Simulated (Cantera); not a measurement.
A closed system holds: 1 mol acetone, 0.075 mol H₂O, 1.9 mol O₂, held at 2.85 Torr.

Method: chemical equilibrium by Gibbs-energy minimisation in Cantera with the NASA 1993 tables (ideal gas, pure condensed phases). Candidate condensed phases: C, C₆H₆, C₇H₈, C₈H₁₈, H₂O; 131 gas species. Ions and electrons are included (thermal ionisation). The feed counts by its element totals alone. Equilibrium is a limit: real reactors are often held back by kinetics, nucleation or transport.

Q: At 4000 K, list the 6 most abundant gas species with their mole fractions, and the condensed phases.

A: H 0.557, CO 0.272, O 0.170, H₂ 0.000464, OH 0.000252, C 5.77e-5. Condensed: gas only.
